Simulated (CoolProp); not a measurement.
Vapour pressure (MPa) of 1-butene: the reference equation beside estimates from Tc = 146.1 °C, pc = 4.006 MPa, ω = 0.192. Clausius-Clapeyron is anchored at 74.85 °C with a constant enthalpy of vaporisation of 16.55 kJ/mol.

Computed with CoolProp (reference Helmholtz-energy equation of state, Lemmon 2005). It is a short technical equation, of lower accuracy than the large ones.

| T (°C) | reference | Clausius-Clapeyron | Redlich-Kwong | Peng-Robinson |
|---|---|---|---|---|
| 35.55 | 0.4044 | 0.5161 | 0.5288 | 0.4033 |
| 45.45 | 0.5292 | 0.6306 | 0.6751 | 0.5281 |
| 55.25 | 0.6789 | 0.7599 | 0.8457 | 0.6784 |
| 65.05 | 0.8578 | 0.9059 | 1.044 | 0.8587 |
| 74.85 | 1.069 | 1.069 | 1.272 | 1.072 |
| 84.65 | 1.317 | 1.251 | 1.533 | 1.323 |
| 94.55 | 1.607 | 1.453 | 1.830 | 1.618 |
| 104.35 | 1.940 | 1.672 | 2.160 | 1.956 |

Absolute difference from the reference over all 8 rows, mean and median: Clausius-Clapeyron 11.6 and 10.8 %, Redlich-Kwong 20.7 and 20.3 %, Peng-Robinson 0.4 and 0.3 %.
